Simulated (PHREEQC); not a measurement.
Consider water at 25 °C with 0.29 mol CuCl2 and 0.00024 mol HCl per kg of water. Closed to the air; pH follows from the charge balance.

Model: ion-association model, wateq4f.dat, run in PHREEQC.

```json
[
 {"quantity": "pH", "before": "3.71", "after": "2.74"},
 {"quantity": "ionic strength (mol/kgw)", "before": "0.721", "after": "0.723"},
 {"quantity": "Cl- (mol/kgw)", "before": "0.503", "after": "0.505"},
 {"quantity": "Cu+2 (mol/kgw)", "before": "0.218", "after": "0.218"},
 {"quantity": "CuCl+ (mol/kgw)", "before": "0.0659", "after": "0.0660"},
 {"quantity": "CuCl2 (mol/kgw)", "before": "0.00582", "after": "0.00585"},
 {"quantity": "SI of Atacamite (Cu2(OH)3Cl)", "before": "+0.64", "after": "-2.25"},
 {"quantity": "SI of Tenorite (CuO)", "before": "-1.52", "after": "-3.45"}
]
```

### Question
Name the change that produced these shifts.
A. HCl from 0.00024 to 0.0024 mol/kgw
B. HCl left out
C. diluted 10-fold with water
D. diluted 5-fold with water
E. HCl from 0.00024 to 0.00048 mol/kgw

### Answer
A, HCl from 0.00024 to 0.0024 mol/kgw

This is a speciation only: nothing precipitates in the calculation. The ionic strength passes 0.7 mol/kgw, the rough limit of the ion-association models, in every such run. Some of these states are supersaturated (in Atacamite, for instance).
